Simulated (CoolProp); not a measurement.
Saturation properties of carbon dioxide (Tc = 31.0 °C, pc = 7.377 MPa, ω = 0.224).

Computed with CoolProp (reference Helmholtz-energy equation of state, Span 1996).

```csv
T (°C),p (MPa),liquid density (kg/m³),enthalpy of vaporisation (kJ/kg),surface tension (mN/m),liquid viscosity (µPa s),vapour viscosity (µPa s)
-35.15,1.196,1097,313.5,11.6,178,12.0
-30.15,1.421,1076,303.8,10.5,164,12.3
-25.25,1.669,1055,293.8,9.47,152,12.6
-20.35,(withheld),1033,283.2,8.45,140,12.9
-15.45,2.260,1010,272.0,7.45,130,(withheld)
-10.55,2.607,985.8,260.0,6.47,(withheld),13.6
-5.65,(withheld),959.8,247.1,5.53,111,14.0
-0.75,(withheld),931.9,233.1,4.62,102,14.5
4.15,3.884,901.6,217.8,3.74,93.3,15.0
9.05,4.397,868.1,200.7,2.91,85.1,15.7
```

Q: Complete the blanks.

A: 
- -20.35, p (MPa): 1.948
- -15.45, vapour viscosity (µPa s): 13.2
- -10.55, liquid viscosity (µPa s): 120
- -5.65, p (MPa): 2.992
- -0.75, p (MPa): 3.416

Viscosity comes from a separate model (Laesecke 2017). Surface tension comes from a separate correlation (Mulero 2012).
